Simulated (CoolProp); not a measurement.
Vapour-liquid equilibrium of benzene (1) + cyclohexane (2) at 0.172 MPa; x and y are mole fractions of (1).

Model: multi-fluid Helmholtz-energy mixture model, Thol 2012 and Zhou 2014; pair parameters Bell 2016, in CoolProp.

```tsv
x	bubble temperature, mixture model (K)	bubble temperature, Raoult's law (K)	y, mixture model	y, Raoult's law
0.05	371.8	372.5	0.066	0.051
0.125	370.9	372.4	0.157	0.128
0.2	370.2	372.3	0.239	0.205
0.275	369.6	372.2	0.313	0.281
0.35	369.2	372.2	0.383	0.357
0.425	368.9	372.1	0.448	0.432
0.5	368.7	372.0	0.511	0.508
0.575	368.7	371.9	0.573	0.582
0.65	368.7	371.8	0.636	0.657
0.725	369.0	371.7	0.701	0.731
0.8	369.3	371.7	0.770	0.805
0.875	369.9	371.6	0.847	0.878
0.95	370.7	371.5	0.934	0.951
```

The largest gap from Raoult's law is -3.3 K in bubble temperature, at x = 0.5. y crosses x between x = 0.5 and 0.575: the model has an azeotrope there.

The pair parameters rest on a limited set of measurements; away from them the model extrapolates.
